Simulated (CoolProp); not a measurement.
R13 along the isobar 21200 kPa: density (kg/m³) from the reference equation and from simpler models built on Tc = 29.9 °C, pc = 3973 kPa, ω = 0.175; each cubic takes its own stable root.

Model: reference Helmholtz-energy equation of state, Platzer 1990, in CoolProp. This equation is an older, rougher fit; its heat capacities, sound speeds and derivatives of the liquid may be far off and weren't checked against measurements.

| T (°C) | phase | reference | van der Waals | Redlich-Kwong | Soave-Redlich-Kwong | Peng-Robinson |
|---|---|---|---|---|---|---|
| -61.75 | liquid | 1517 | 1058 | 1484 | 1503 | 1688 |
| -27.65 | liquid | 1405 | 1009 | 1377 | 1395 | 1565 |
| 6.45 | liquid | 1287 | 956.9 | 1262 | 1272 | 1422 |
| 40.55 | supercritical | 1160 | 902.5 | 1141 | 1136 | 1262 |
| 74.55 | supercritical | 1026 | 846.1 | 1018 | 993.1 | 1092 |
| 108.65 | supercritical | 891.7 | 787.9 | 898.5 | 855.4 | 930.4 |
| 142.75 | supercritical | 769.6 | 729.2 | 790.3 | 736.3 | 793.1 |
| 176.85 | supercritical | 668.4 | 671.7 | 698.1 | 641.3 | 685.8 |
